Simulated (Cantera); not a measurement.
Cantera run:

```python
import numpy as np
import cantera as ct

gas_names = """
    C CH CH2 CH3 CH2OH CH3O CH4 CH3OH CO CO2 COOH C2 C2H CHCO,ketyl C2H2,acetylene C2H2,vinylidene
    CH2CO,ketene C2H3,vinyl CH3CO,acetyl C2H4 C2H4O,ethylen CH3CHO,ethanal CH3COOH (HCOOH)2 C2H5 C2H6
    CH3OCH3 C2H5OH C2O C3 C3H3,propargyl C3H4,allene C3H4,propyne C3H4,cyclo- C3H5,allyl C3H6,propylene
    C3H6,cyclo- C3H6O C3H7,n-propyl C3H7,i-propyl C3H8 C3H8O,1propanol C3H8O,2propanol C3O2 C4 C4H2
    C4H4,1,3-cyclo- C4H6,butadiene C4H6,2-butyne C4H6,cyclo- C4H8,1-butene C4H8,cis2-buten
    C4H8,tr2-butene C4H8,isobutene C4H8,cyclo- (CH3COOH)2 C4H9,n-butyl C4H9,i-butyl C4H9,s-butyl
    C4H9,t-butyl C4H10,isobutane C4H10,n-butane C5 C5H6,1,3cyclo- C5H8,cyclo- C5H10,1-pentene
    C5H10,cyclo- C5H11,pentyl C5H11,t-pentyl C5H12,n-pentane C5H12,i-pentane CH3C(CH3)2CH3 C6H2
    C6H5,phenyl C6H5O,phenoxy C6H6 C6H5OH,phenol C6H10,cyclo- C6H12,1-hexene C6H12,cyclo- C6H13,n-hexyl
    C7H7,benzyl C7H8 C7H8O,cresol C7H14,1-heptene C7H15,n-heptyl C7H16,n-heptane C8H8,styrene
    C8H10,ethylbenz C8H16,1-octene C8H17,n-octyl C8H18,isooctane C8H18,n-octane C9H19,n-nonyl
    C10H8,naphthale C10H21,n-decyl C12H9,o-bipheny C12H10,bipheny H HCO HO2 H2 HCHO,formaldehy HCOOH H2O
    H2O2 O OH O2 O3 Ta TaO TaO2
""".split()
cond_names = """
    C(gr) C6H6(L) C7H8(L) C8H18(L),n-octa H2O(s) H2O(L) Ta(cr) Ta(L) TaC(s) TaC(L) Ta2O5(s) Ta2O5(L)
""".split()


def load(file, names, dense=False):
    # The tables refer to 1 bar. Condensed volumes are neglected.
    table = {s.name: s for s in ct.Species.list_from_file(file)}
    out = []
    for n in names:
        d = dict(table[n].input_data)
        d["thermo"] = dict(d["thermo"], **{"reference-pressure": 1e5})
        if dense:
            d["equation-of-state"] = {"model": "constant-volume", "density": "1e6 g/cm^3"}
        out.append(ct.Species.from_dict(d))
    return out


gas = ct.Solution(thermo="ideal-gas", species=load("nasa_gas.yaml", gas_names))
cond = {s.name: ct.Solution(thermo="fixed-stoichiometry", species=[s], name=s.name)
        for s in load("nasa_condensed.yaml", cond_names, dense=True)}
atoms = {
    'Ta2O5': {'Ta': 2, 'O': 5},
    'C': {'C': 1},
    'CO': {'C': 1, 'O': 1},
    'CH4': {'C': 1, 'H': 4},
}
top_T = {'C(gr)': 4500}  # K; cautious upper limits of use, not melting points


def equilibrate(T, P, feed):
    n = {}
    for name, mol in feed.items():
        for a, k in atoms[name].items():
            n[a] = n.get(a, 0.0) + k * mol
    gas.TPX = T, P, n
    mass = sum(n.values()) * gas.mean_molecular_weight
    gas.equilibrate("TP")
    valid = [c for c in cond.values() if c.min_temp <= T <= top_T.get(c.name, c.max_temp)]
    mix = ct.Mixture([(gas, mass / gas.mean_molecular_weight)] + [(c, 0.0) for c in valid])
    mix.T, mix.P = T, P
    mix.equilibrate("TP", solver="vcs", rtol=1e-11, max_steps=5000)
    return mix


results = []
feed = {'Ta2O5': 1, 'C': 7.8, 'CO': 0.031, 'CH4': 1.4}  # mol
T = 2598  # K
P = 390000  # Pa
mix = equilibrate(T, P, feed)
results.append((T, P, feed, dict(zip(mix.species_names, mix.species_moles))))
print(gas.report(threshold=0.001))
for i in range(1, mix.n_phases):
    print(f"{mix.phase(i).name:16s} {mix.phase_moles(i):12.5e} mol")
```

It prints:

```
       temperature   2598 K
          pressure   3.9e+05 Pa
           density   0.33849 kg/m^3
  mean mol. weight   18.748 kg/kmol
   phase of matter   gas

                          1 kg             1 kmol
                     ---------------   ---------------
          enthalpy        5.5111e+05        1.0332e+07  J
   internal energy       -6.0105e+05       -1.1269e+07  J
           entropy             12692        2.3796e+05  J/K
    Gibbs function       -3.2424e+07       -6.0789e+08  J
 heat capacity c_p            1960.3             36751  J/K
 heat capacity c_v            1516.8             28437  J/K

                      mass frac. Y      mole frac. X     chem. pot. / RT
                     ---------------   ---------------   ---------------
                CO           0.95444           0.63885            -32.83
    C2H2,acetylene         0.0076905         0.0055374           -26.757
                 H        0.00060804          0.011309           -10.026
                H2          0.037003           0.34412           -20.051
     [ +109 minor]         0.0002571        0.00018934

C(gr)             2.11053e+00 mol
Ta(cr)            0.00000e+00 mol
TaC(s)            2.00000e+00 mol
Ta2O5(L)          0.00000e+00 mol
```

These are equilibrium values from Cantera (NASA tables, ideal gas, pure condensed phases), not measurements of a reactor. TaC: taken at fixed stoichiometry. Condensed phases not in the tables: Ta2C.
